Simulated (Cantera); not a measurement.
A closed system holds: 1 mol Si, 1.9 mol NF₃, 3.3 mol N₂, equilibrated at 1025 K and 353 Torr.

These are equilibrium values from Cantera (NASA tables, ideal gas, pure condensed phases), not measurements of a reactor. Candidate condensed phases: Si, Si₃N₄; 16 gas species. Rates play no part.

Base state: N₂ 0.677, SiF₄ 0.160, F₂ 0.102, F 0.0581, NF₃ 0.00349 (mole fractions); condensed: gas only.

Problem. What changes in the equilibrium state with this change: pressure from 353 Torr to 0.150 Torr?

Solution. 
| species | before | after |
|---|---|---|
| N₂ | 0.677 | 0.612 |
| F | 0.0581 | 0.243 |
| SiF₄ | 0.160 | 0.144 |
| F₂ | 0.102 | 0.000758 |
| NF₃ | 0.00349 | <1e-9 |
